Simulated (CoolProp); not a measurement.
Vapour-liquid equilibrium of dimethyl ether (1) + R236EA (2) at 3.93 bar; x and y are mole fractions of (1).

The numbers come from the multi-fluid Helmholtz-energy mixture model, Wu 2011 and Rui 2013; pair parameters Bell 2016 in CoolProp.

```
x     bubble temperature (K)  y at the bubble point  dew temperature at overall composition x (K)  liquid density (mol/L)
----  ----------------------  ---------------------  --------------------------------------------  ----------------------
0.05                   317.9                      …                                         317.9                   9.148
0.2                        …                      …                                         317.0                       …
0.35                   313.8                  0.462                                         315.5                   10.55
0.5                        …                  0.682                                         313.1                   11.41
0.65                   301.4                  0.854                                             …                   12.37
0.8                    293.3                  0.953                                         304.2                   13.41
0.95                   286.5                  0.994                                             …                   14.47
```

Q: Some entries are withheld; supply them.

A: 
- 0.05, y at the bubble point: 0.057
- 0.2, bubble temperature (K): 316.6
- 0.2, y at the bubble point: 0.245
- 0.2, liquid density (mol/L): 9.807
- 0.5, bubble temperature (K): 308.7
- 0.65, dew temperature at overall composition x (K): 309.6
- 0.95, dew temperature at overall composition x (K): 293.7

No azeotrope shows between x = 0.05 and 0.95.

Pair parameters are fitted to limited data, so mixtures are less certain than the pure fluids.
